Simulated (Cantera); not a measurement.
A closed system holds: 1 mol LiOH, 1.5 mol H2, 0.42 mol O2, held at 0.133 bar.

These are equilibrium values from Cantera (NASA tables, ideal gas, pure condensed phases), not measurements of a reactor. Candidate condensed phases: H2O, Li, LiH, LiOH, Li2O; 17 gas species. Kinetics and transport are ignored.

Problem. What share of the Li ends up in condensed phases as a function of T (K), at 1150, 1225, 1300, 1375, 1450, 1525, 1600, 1675, 1750?

Solution. 
```tsv
T (K)	Li condensed (%)	as
1150	99.8	Li2O(s)
1225	99.4	Li2O(s)
1300	98.4	Li2O(s)
1375	96.1	Li2O(s)
1450	91.4	Li2O(s)
1525	82.4	Li2O(s)
1600	66.8	Li2O(s)
1675	41.6	Li2O(s)
1750	3.9	Li2O(s)
```
